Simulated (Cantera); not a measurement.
An isothermal, constant-pressure homogeneous reactor starts with CO : O2 : H2O : N2 = 0.013 : 0.024 : 0.00048 : 1 (molar parts), equivalence ratio 0.27, at 1350 K and 4.10 bar.

Cantera simulation using GRI-Mech 3.0 (53 species, 325 reactions); the numbers are that mechanism's predictions, not measurements.

Problem. Predict: x(CO) at 200 s; x(O2) at 200 s; x(H2O) at 200 s; x(NO2) at 200 s; x(CO2) at 200 s; x(NO) at 200 s.

Solution. 
- x(CO) at 200 s: 1.93e-8 (gas-phase equilibrium 1.93e-8)
- x(O2) at 200 s: 0.0170 (gas-phase equilibrium 0.0169)
- x(H2O) at 200 s: 0.000465 (gas-phase equilibrium 0.000465)
- x(NO2) at 200 s: 1.78e-8 (gas-phase equilibrium 8.74e-7)
- x(CO2) at 200 s: 0.0126 (gas-phase equilibrium 0.0126)
- x(NO) at 200 s: 3.49e-6 (gas-phase equilibrium 0.000171)
